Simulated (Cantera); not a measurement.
# Ignition delay

Mixture: 6.15 % CO, 0.203 % H₂, 1.60 % CH₄, 12.1 % O₂, 80.0 % N₂, equivalence ratio 0.53, at 750 Torr, adiabatic and at constant volume. Ignition delay is the time to a rise of 400 K.

Model: GRI-Mech 3.0 (53 species, 325 reactions), integrated in Cantera.

```
T0 (K)  delay (ms)
------  ----------
1150          8.35
1250          3.21
1350          1.38
1450         0.694
1550         0.399
1650         0.257
```

```
Quantity                                                Value
--------------------------------------------------  ---------
apparent activation energy between 1450 and 1650 K  99 kJ/mol
```
